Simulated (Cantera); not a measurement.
A freely propagating, adiabatic, planar premixed flame of CH4 : CO : O2 : N2 = 1 : 0.3 : 2.99 : 14.9 (molar parts), equivalence ratio 0.72, unburnt at 700 K and 1.00 bar; mixture-averaged transport, grid criteria slope 0.08 and curve 0.16, no radiation.

Detailed kinetics in Cantera: GRI-Mech 3.0 (53 species, 325 reactions). Burning velocities carry a grid error of a few per cent, more on coarse grids.

Problem. What does this change do: O2 2.99 to 3.9 parts?

Solution. 
```tsv
quantity	before	after
laminar burning velocity	89.1 cm/s	89.6 cm/s
thermal thickness	0.491 mm	0.475 mm
peak x(H)	0.00298	0.00197
```

Problem. What does this change do: inlet temperature 700 to 473 K?

Solution. 
```tsv
quantity	before	after
laminar burning velocity	89.1 cm/s	29.4 cm/s
thermal thickness	0.491 mm	0.737 mm
peak x(H)	0.00298	0.00139
```
